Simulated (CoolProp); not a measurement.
The numbers come from the reference Helmholtz-energy equation of state, Thol 2019 in CoolProp.

### Question
For decamethylcyclopentasiloxane (D5), give the phase and the Z, speed of sound (m/s), Joule-Thomson coefficient (K/MPa) at 316.6 K and 1.46 MPa; 473.4 K and 1.46 MPa.

### Answer
- 316.6 K and 1.46 MPa: liquid; Z 0.220, speed of sound 878, Joule-Thomson coefficient -0.398
- 473.4 K and 1.46 MPa: liquid; Z 0.180, speed of sound 464, Joule-Thomson coefficient -0.165
